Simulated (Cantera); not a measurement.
A diamond (100) surface in a fixed gas of H2 with x(CH4) = 0.018, x(CH3) = 0.00027, at 1000 K, 12.0 Torr; coverages are run to steady state.

Computed with Cantera and the Harris–Goodwin 1993 mechanism for the reconstructed diamond (100) surface.

θ: site fractions in the mechanism's names (c6HH fully hydrogenated, c6H* and c6*H radical sites, c6** diradical, c6HM methylated).

| x(H) | growth (µm/h) | θ c6HH | θ c6H* | θ c6*H | θ c6** | θ c6HM |
|---|---|---|---|---|---|---|
| 0.0001 | 0.212 | 0.521 | 0.0138 | 0.283 | (withheld) | 0.129 |
| 0.00021 | 0.426 | 0.510 | 0.0145 | 0.297 | (withheld) | 0.126 |
| 0.00046 | 0.786 | 0.517 | 0.0153 | 0.313 | (withheld) | 0.108 |
| 0.00097 | 1.22 | 0.536 | 0.0161 | 0.331 | (withheld) | 0.0798 |
| 0.0021 | 1.64 | 0.558 | 0.0170 | 0.348 | 0.00854 | 0.0498 |
| 0.0044 | 1.93 | 0.575 | 0.0176 | 0.360 | 0.00914 | 0.0281 |
| 0.0094 | 2.11 | 0.585 | 0.0180 | 0.367 | 0.00950 | 0.0144 |
| 0.02 | 2.21 | 0.591 | 0.0182 | 0.371 | 0.00969 | 0.00710 |
| 0.043 | 2.26 | 0.594 | 0.0184 | 0.373 | 0.00979 | 0.00338 |

**Question.** Complete the blanks.

**Answer.** 
- 0.0001, θ c6**: 0.00304
- 0.00021, θ c6**: 0.00462
- 0.00046, θ c6**: 0.00625
- 0.00097, θ c6**: 0.00755
